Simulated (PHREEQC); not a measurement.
Solution (87 °C): 110 mmol/kgw NaOH and 0.012 mmol/kgw CO2. Closed to the air; pH follows from the charge balance.

The numbers come from PHREEQC with the ion-association model, phreeqc.dat.

Q: The ionic strength comes out as 0.110 mol/kgw. What activity coefficients do NaCO3-, CO3-2, Na+, OH- get?

A: NaCO3- 0.75, CO3-2 0.33, Na+ 0.75, OH- 0.73.

No solid was allowed to form. Constants without temperature data keep their 25 °C values here.
